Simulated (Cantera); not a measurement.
A freely propagating, adiabatic, planar premixed flame of H₂ : O₂ : N₂ = 1 : 0.781 : 2.97 (molar parts), unburnt at 500 K and 22000 Pa; mixture-averaged transport, grid criteria slope 0.08 and curve 0.16, no radiation.

Cantera simulation using the H2/O2 subset of GRI-Mech 3.0, which has no nitrogen chemistry; the numbers are that mechanism's predictions, not measurements. Burning velocities carry a grid error of a few per cent, more on coarse grids. Lean hydrogen flames are cellular in practice and burn faster than this planar one.

x: mole fraction of selected species; z is measured from the peak of heat release.

```json
[
 {"z (mm)": "-8.88", "T (K)": "500", "u (m/s)": "3.17", "x H₂": "0.210", "x O₂": "0.164", "x OH": "<1e-8", "x HO₂": "<1e-8", "x H₂O": "<1e-8", "x H₂O₂": "<1e-8"},
 {"z (mm)": "-5.92", "T (K)": "500", "u (m/s)": "3.17", "x H₂": "0.210", "x O₂": "0.164", "x OH": "<1e-8", "x HO₂": "<1e-8", "x H₂O": "<1e-8", "x H₂O₂": "<1e-8"},
 {"z (mm)": "-4.44", "T (K)": "500", "u (m/s)": "3.17", "x H₂": "0.210", "x O₂": "0.164", "x OH": "<1e-8", "x HO₂": "<1e-8", "x H₂O": "<1e-8", "x H₂O₂": "<1e-8"},
 {"z (mm)": "-2.96", "T (K)": "500", "u (m/s)": "3.17", "x H₂": "0.210", "x O₂": "0.164", "x OH": "<1e-8", "x HO₂": "2.78e-7", "x H₂O": "1.43e-7", "x H₂O₂": "<1e-8"},
 {"z (mm)": "-1.48", "T (K)": "517", "u (m/s)": "3.26", "x H₂": "0.205", "x O₂": "0.165", "x OH": "[?]", "x HO₂": "[?]", "x H₂O": "[?]", "x H₂O₂": "[?]"},
 {"z (mm)": "-0.740", "T (K)": "710", "u (m/s)": "4.38", "x H₂": "0.172", "x O₂": "0.161", "x OH": "0.000519", "x HO₂": "6.78e-5", "x H₂O": "0.0187", "x H₂O₂": "6.79e-6"},
 {"z (mm)": "0", "T (K)": "1080", "u (m/s)": "6.48", "x H₂": "0.0850", "x O₂": "0.126", "x OH": "0.00251", "x HO₂": "3.00e-5", "x H₂O": "0.0939", "x H₂O₂": "1.64e-6"},
 {"z (mm)": "0.740", "T (K)": "1339", "u (m/s)": "7.96", "x H₂": "0.0266", "x O₂": "0.0836", "x OH": "0.00667", "x HO₂": "1.64e-5", "x H₂O": "0.166", "x H₂O₂": "1.74e-6"},
 {"z (mm)": "1.48", "T (K)": "1465", "u (m/s)": "8.66", "x H₂": "0.0179", "x O₂": "0.0740", "x OH": "0.00877", "x HO₂": "1.23e-5", "x H₂O": "0.183", "x H₂O₂": "1.18e-6"},
 {"z (mm)": "2.96", "T (K)": "1599", "u (m/s)": "9.38", "x H₂": "0.0158", "x O₂": "0.0706", "x OH": "0.0107", "x HO₂": "9.38e-6", "x H₂O": "0.192", "x H₂O₂": "6.42e-7"},
 {"z (mm)": "5.92", "T (K)": "1732", "u (m/s)": "10.1", "x H₂": "0.0130", "x O₂": "0.0682", "x OH": "0.0118", "x HO₂": "6.90e-6", "x H₂O": "0.201", "x H₂O₂": "3.30e-7"},
 {"z (mm)": "11.8", "T (K)": "1850", "u (m/s)": "10.7", "x H₂": "[?]", "x O₂": "0.0666", "x OH": "0.0117", "x HO₂": "[?]", "x H₂O": "0.211", "x H₂O₂": "[?]"},
 {"z (mm)": "23.7", "T (K)": "1942", "u (m/s)": "11.1", "x H₂": "0.00558", "x O₂": "0.0658", "x OH": "0.0100", "x HO₂": "2.91e-6", "x H₂O": "0.219", "x H₂O₂": "1.09e-7"}
]
```

### Question
What belongs in the gaps?

### Answer

- -1.48, x OH: 5.51e-5
- -1.48, x HO₂: 0.000113
- -1.48, x H₂O: 0.000945
- -1.48, x H₂O₂: 4.61e-6
- 11.8, x H₂: 0.00933
- 11.8, x HO₂: 4.69e-6
- 11.8, x H₂O₂: 1.81e-7
